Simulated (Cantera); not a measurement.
Input: 1 mol V2O5, 510 mol H2, 4.3 mol N2, at 2175 K and 405 Torr.

Cantera equilibrium calculation (NASA polynomials, part measured and part estimated; ideal gas, pure solids and liquids). Candidate condensed phases: H2O, V, VN, VO, V2O3, V2O4, V2O5; 28 gas species. VO: taken at fixed stoichiometry. Rates play no part.

Question: What is the equilibrium state?

Answer: 
- x(H2): 0.979
- x(N2): 0.00833
- x(H): 0.00657
- x(H2O): 0.00578
- x(VO): 3.63e-5
- x(VO2): 2.97e-5
- x(OH): 5.21e-6
- x(V): 5.02e-6
- n(VO(l)): 1.96 mol
- gas amount: 516.0 mol
- log10 activity of V(s) (absent): -0.98
- log10 activity of V2O5(l) (absent): -10.19
